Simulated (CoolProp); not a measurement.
Vapour-liquid equilibrium of CHF3 (R23) (1) + R143a (2) at 271.7 K; x and y are mole fractions of (1).

Values from CoolProp's multi-fluid Helmholtz-energy mixture model, Penoncello 2003 and Lemmon and Jacobsen 2000; pair parameters Bell 2016.

**Question.** Give the bubble pressure and the first vapour's composition at x = 0.35, 0.575, 0.65. Is there an azeotrope?

**Answer.** x = 0.35: 1141 kPa, y = 0.615; x = 0.575: 1552 kPa, y = 0.793; x = 0.65: 1692 kPa, y = 0.836. No azeotrope shows between x = 0.05 and 0.95.

Pair parameters are fitted to limited data, so mixtures are less certain than the pure fluids.
